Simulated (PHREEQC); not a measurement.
1 kg of water holding 0.024 mol/kgw Na2SO4, 0.13 mol/kgw NaCl and 0.015 mol/kgw Na2CO3 is evaporated at 30 °C; the solids stay in contact with the brine. CO2 from the air is kept out. Solids allowed: Burkeite, Halite, Mirabilite, Nahcolite, Natron, Thenardite, Trona. Others were left out.

All values are PHREEQC results (Pitzer model, pitzer.dat), not measurements.

```tsv
water left (kg)	ionic strength	water activity	Halite (mol)	Burkeite (mol)
1	0.246	0.994	0	0
0.8219	0.299	0.993	0	0
0.5552	?	0.989	0	0
0.4563	0.539	0.987	0	0
0.3751	0.657	0.984	0	0
0.2534	0.973	0.977	0	0
0.2082	1.18	0.972	0	0
0.1712	1.44	0.966	0	0
0.1156	2.13	?	0	0
0.09504	?	?	0	0
0.0642	3.84	0.906	0	0
0.05278	4.68	0.883	0	0
0.04337	5.69	?	0	0
0.02932	8.35	0.762	0	0
0.02409	8.63	0.735	0.00714	0.000666
0.01981	8.63	0.735	0.0290	0.00322
0.01339	8.63	0.735	0.0617	0.00703
0.01102	8.63	0.735	0.0738	0.00845
0.009053	8.65	0.735	0.0839	0.00942
0.006116	8.77	0.733	0.0993	0.0105
0.005035	8.87	0.732	0.105	0.0108
```

Task: Fill in the missing entries.

Result: 
- 0.5552, ionic strength: 0.443
- 0.1156, water activity: 0.950
- 0.09504, ionic strength: 2.60
- 0.09504, water activity: 0.938
- 0.04337, water activity: 0.852
